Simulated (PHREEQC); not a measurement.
Consider water at 25 °C with 0.91 mol HCl and 0.12 mol Na2SO4 per kg of water. Closed to the air; pH follows from the charge balance.

Computed with PHREEQC (Pitzer model, pitzer.dat).

Each row changes one thing in this solution. This is a speciation only: nothing precipitates in the calculation.

| case | pH | ionic strength (mol/kgw) |
|---|---|---|
| as made | 0.06 | 1.08 |
| Na2SO4 left out | 0.02 | 0.910 |
| Na2SO4 from 0.12 to 0.132 mol/kgw | 0.07 | 1.10 |
| 0.015 mol/kgw CaSO4 added | 0.07 | 1.12 |
| Na2SO4 from 0.12 to 0.6 mol/kgw | 0.28 | 1.87 |
| HCl left out | 7.25 | 0.360 |

In brines, pH and single-ion activities rest on the MacInnes convention.
